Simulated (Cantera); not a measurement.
A closed system holds: 1 mol Si, 4.2 mol NF₃, 0.11 mol H₂, equilibrated at 1098.15 K and 27.0 Torr.

Cantera equilibrium calculation (NASA polynomials, part measured and part estimated; ideal gas, pure solids and liquids). Candidate condensed phases: Si, Si₃N₄; 37 gas species. Kinetics and transport are ignored.

Base state: F 0.507, N₂ 0.209, F₂ 0.163, SiF₄ 0.0994, HF 0.0219, NF₃ 0.000111 (mole fractions); condensed: gas only.

Question: What changes in the equilibrium state with this change: H₂ from 0.11 to 0.18 mol?

Answer: 
| species | before | after |
|---|---|---|
| F | 0.507 | 0.499 |
| N₂ | 0.209 | 0.208 |
| F₂ | 0.163 | 0.158 |
| HF | 0.0219 | 0.0356 |
| SiF₄ | 0.0994 | 0.0990 |
| NF₃ | 0.000111 | 0.000105 |

Question: What changes in the equilibrium state with this change: H₂ from 0.11 to 13 mol?

Answer: 
```tsv
species	before	after
H₂	<1e-9	0.426
HF	0.0219	0.422
N₂	0.209	0.103
F	0.507	<1e-9
F₂	0.163	<1e-9
SiF₄	0.0994	0.0490
NF₃	0.000111	<1e-9
```

Question: What changes in the equilibrium state with this change: temperature from 1098.15 K to 1250 K?

Answer: 
| species | before | after |
|---|---|---|
| F | 0.507 | 0.675 |
| N₂ | 0.209 | 0.185 |
| SiF₄ | 0.0994 | 0.0882 |
| F₂ | 0.163 | 0.0319 |
| HF | 0.0219 | 0.0194 |
| NF₃ | 0.000111 | 1.65e-6 |
